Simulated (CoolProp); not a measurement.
Vapour-liquid equilibrium of ethylene (1) + propylene (2) at 181.8 K; x and y are mole fractions of (1).

Model: multi-fluid Helmholtz-energy mixture model, Smukala 2000 and Lemmon 2013; pair parameters Bell 2016, in CoolProp.

**Question.** Give the bubble pressure and the first vapour's composition at x = 0.2, 0.35, 0.95. Is there an azeotrope?

**Answer.** x = 0.2: 0.4943 bar, y = 0.868; x = 0.35: 0.7930 bar, y = 0.931; x = 0.95: 1.895 bar, y = 0.997. No azeotrope shows between x = 0.05 and 0.95.

The pair parameters rest on a limited set of measurements; away from them the model extrapolates.
